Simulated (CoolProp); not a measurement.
Vapour-liquid equilibrium of carbon dioxide (1) + hydrogen sulfide (2) at 2.4 MPa; x and y are mole fractions of (1).

Model: multi-fluid Helmholtz-energy mixture model, Span 1996 and Lemmon 2006; pair parameters Kunz 2012, in CoolProp.

```
x     bubble temperature, mixture model (K)  bubble temperature, Raoult's law (K)  y, mixture model  y, Raoult's law
----  -------------------------------------  ------------------------------------  ----------------  ---------------
0.05                                  297.5                                 301.1             0.180            0.143
0.2                                   281.6                                 290.4             0.493            0.447
0.35                                  273.3                                 282.1             0.637            0.640
0.5                                   268.4                                 275.4             0.724            0.770
0.65                                  265.0                                 269.8             0.794            0.864
0.8                                   262.3                                 265.1             0.869            0.933
0.95                                  260.2                                 261.0             0.962            0.985
```

The largest gap from Raoult's law is -8.8 K in bubble temperature, at x = 0.35. No azeotrope shows between x = 0.05 and 0.95.

Pair parameters are fitted to limited data, so mixtures are less certain than the pure fluids.
